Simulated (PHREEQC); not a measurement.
Consider water at 30 °C with 0.52 mol KHCO3, 5e-05 mol Na2B4O7 and 0.0015 mol LiCl per kg of water. Closed to the air; pH follows from the charge balance.

All values are PHREEQC results (ion-association model, wateq4f.dat), not measurements.

Question: The ionic strength comes out as 0.529 mol/kgw. What activity coefficients do Li+, CO3-2, Cl-, H2BO3-, Na+ get?

Answer: Li+ 0.70, CO3-2 0.22, Cl- 0.64, H2BO3- 0.58, Na+ 0.71.

Precipitation was switched off in this run. Complexes and solids missing from the database can't appear.
